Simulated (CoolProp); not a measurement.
Vapour pressure (MPa) of chlorine: the reference equation beside estimates from Tc = 416.9 K, pc = 7.642 MPa, ω = 0.070.

Computed with CoolProp (reference Helmholtz-energy equation of state, Thol 2021).

```tsv
T (K)	reference	Soave-Redlich-Kwong	Peng-Robinson
193.2	0.007661	0.008249	0.009130
195.7	0.009136	0.009795	0.01079
198.2	0.01084	0.01157	0.01268
200.7	0.01280	0.01361	0.01485
203.3	0.01514	0.01604	0.01742
205.8	0.01771	0.01870	0.02022
208.3	0.02063	0.02171	0.02338
210.8	0.02394	0.02511	0.02693
213.3	0.02766	0.02893	0.03091
215.9	0.03202	0.03339	0.03554
218.4	0.03672	0.03819	0.04051
220.9	0.04196	0.04353	0.04603
```

Absolute difference from the reference over all 12 rows, mean and median: Soave-Redlich-Kwong 5.5 and 5.4 %, Peng-Robinson 14.0 and 13.8 %.
